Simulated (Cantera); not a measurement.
A closed system holds: 1 mol Si, 0.82 mol Cl2, 1.2 mol H2, a varied amount of HCl, equilibrated at 1023 K and 225 Torr.

These are equilibrium values from Cantera (NASA tables, ideal gas, pure condensed phases), not measurements of a reactor. Candidate condensed phases: Si; 19 gas species. The numbers say what is thermodynamically allowed, not how fast it happens.

Q: Which condensed phases are stable at each of these points (n(HCl) (mol)): 0.54, 0.72, 0.95, 1.3, 1.7, 2.2, 2.9, 3.8, 5?

A: 
```
n(HCl) (mol)  condensed phases  Si condensed (%)
------------  ----------------  ----------------
0.54                     Si(s)              42.9
0.72                     Si(s)              38.1
0.95                     Si(s)              32.1
1.3                      Si(s)              23.0
1.7                      Si(s)              12.5
2.2                   gas only               0.0
2.9                   gas only               0.0
3.8                   gas only               0.0
5                     gas only               0.0
```

From 0.54 mol HCl to 1.7 mol HCl the condensed part is Si(s). From 2.2 mol HCl to 5 mol HCl nothing is condensed.
